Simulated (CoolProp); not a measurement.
1,2-dichloroethane along the isobar 0.557 MPa: density (kg/m³) from the reference equation and from simpler models built on Tc = 288.4 °C, pc = 5.226 MPa, ω = 0.269; each cubic takes its own stable root.

Computed with CoolProp (reference Helmholtz-energy equation of state, Thol 2015).

| T (°C) | phase | reference |
|---|---|---|
| 2.15 | liquid | 1278 |
| 30.25 | liquid | 1238 |
| 58.35 | liquid | 1197 |
| 86.35 | liquid | 1153 |
| 114.45 | liquid | 1106 |
| 142.55 | liquid | 1055 |
| 170.65 | gas | 16.34 |
| 198.75 | gas | 15.09 |
| 226.85 | gas | 14.05 |

### Question
How far does each simpler model (van der Waals, Redlich-Kwong, Peng-Robinson) lie from the reference over these 9 states: mean and median of the absolute difference, and the worst?

### Answer
- van der Waals: mean 47.7 %, median 42.6 %, worst -98.4 % at 142.55 °C and 0.557 MPa
- Redlich-Kwong: mean 19.8 %, median 15.1 %, worst -98.3 % at 142.55 °C and 0.557 MPa
- Peng-Robinson: mean 1.2 %, median 1.2 %, worst -2.5 % at 2.15 °C and 0.557 MPa

At some of these states van der Waals, Redlich-Kwong gives the other phase, because its saturation line lies elsewhere.
